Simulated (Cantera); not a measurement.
Feed: 1 mol C3H6, 0.022 mol CO2, 2 mol O2, at 1773 K and 75.0 Torr.

Cantera equilibrium calculation (NASA polynomials, part measured and part estimated; ideal gas, pure solids and liquids). Candidate condensed phases: C, C6H6, C7H8, C8H18, H2O; 110 gas species. Kinetics and transport are ignored.

Base state: CO 0.459, H2 0.371, H2O 0.127, CO2 0.0425, H 0.000548, OH 1.17e-5 (mole fractions); condensed: gas only.

**Question.** What changes in the equilibrium state with this change: temperature from 1773 K to 875 K?

**Answer.** 
| species | before | after |
|---|---|---|
| H2 | 0.371 | 0.435 |
| CO | 0.459 | 0.357 |
| CO2 | 0.0425 | 0.137 |
| H2O | 0.127 | 0.0632 |
| CH4 | <1e-9 | 0.00826 |
| H | 0.000548 | <1e-9 |
| OH | 1.17e-5 | <1e-9 |
| C(graphite), mol | 0 | 0.0963 |
